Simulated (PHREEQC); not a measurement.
Consider water at 25 °C and 300 atm with 16 mmol/kgw CaCl2 and 0.46 mmol/kgw KCl. Closed to the air; pH follows from the charge balance.

Equilibrium calculation in PHREEQC: ion-association model, phreeqc.dat.

Precipitation was switched off in this run.

Estimate the specific conductance.

specific conductance 3660 µS/cm.

Under pressure, the constants of complexes without a molar volume in the database are unreliable.
